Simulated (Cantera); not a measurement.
Input: 1 mol Fe(CO)5, 9.1 mol H2, held at 0.0133 bar.

Method: chemical equilibrium by Gibbs-energy minimisation in Cantera with the NASA 1993 tables (ideal gas, pure condensed phases). Candidate condensed phases: C, C6H6, C7H8, C8H18, Fe, Fe(CO)5, FeO, Fe(OH)2, Fe(OH)3, Fe2O3, Fe3O4, H2O; 114 gas species. Condensed phases not in the tables: cementite and carbon dissolved in iron. Rates play no part.

x: gas mole fraction; n: condensed amount in mol.

```
T (°C)   x H2   x CO  x H      x Fe  n C(graphite)  n Fe(α)  n Fe(γ)  n Fe(δ)
------  -----  -----  ---  --------  -------------  -------  -------  -------
850     0.645  0.354  ___  2.34e-10        0.00196     1.00        0        0
900     0.645  0.355  ___   1.47e-9       0.000661     1.00        0        0
950     0.645  0.355  ___   7.93e-9              0        0     1.00        0
1000    0.645  0.355  ___   3.73e-8              0        0    1.000        0
1050    0.645  0.355  ___   1.56e-7              0        0    1.000        0
1100    0.645  0.355  ___   5.85e-7              0        0    1.000        0
1150    0.645  0.355  ___   2.00e-6              0        0    1.000        0
1200    0.645  0.355  ___   6.27e-6              0        0    1.000        0
1250    0.645  0.355  ___   1.82e-5              0        0    1.000        0
1300    0.645  0.355  ___   4.93e-5              0        0    0.999        0
1350    0.645  0.354  ___  0.000125              0        0    0.998        0
1400    0.645  0.354  ___  0.000301              0        0        0    0.996
```

Problem. Fill in the missing entries.

Solution. 
- 850, x H: 2.96e-7
- 900, x H: 8.20e-7
- 950, x H: 2.09e-6
- 1000, x H: 4.96e-6
- 1050, x H: 1.10e-5
- 1100, x H: 2.32e-5
- 1150, x H: 4.62e-5
- 1200, x H: 8.80e-5
- 1250, x H: 0.000161
- 1300, x H: 0.000283
- 1350, x H: 0.000481
- 1400, x H: 0.000792
